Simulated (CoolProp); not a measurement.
Saturated liquid density (kg/m³) of fluorine: the reference equation beside estimates from Tc = 144.4 K, pc = 5.240 MPa, ω = 0.045.

The numbers come from the reference Helmholtz-energy equation of state, de Reuck 1990 in CoolProp.

```tsv
T (K)	reference	van der Waals	Soave-Redlich-Kwong
66.6	1624	1110	1633
70.3	…	1095	1610
73.9	…	1080	1586
77.5	1553	1064	1562
81.2	…	1048	…
84.8	…	1031	1508
88.4	1478	1014	…
92.1	1451	995.0	1449
95.7	1424	976.1	1418
99.3	1396	956.5	1385
```

Question: Some entries are withheld; supply them.

Answer: 
- 70.3, reference: 1600
- 73.9, reference: 1577
- 81.2, reference: 1528
- 81.2, Soave-Redlich-Kwong: 1535
- 84.8, reference: 1503
- 88.4, Soave-Redlich-Kwong: 1480

Absolute difference from the reference over all 10 rows, mean and median: van der Waals 31.5 and 31.5 %, Soave-Redlich-Kwong 0.5 and 0.5 %.
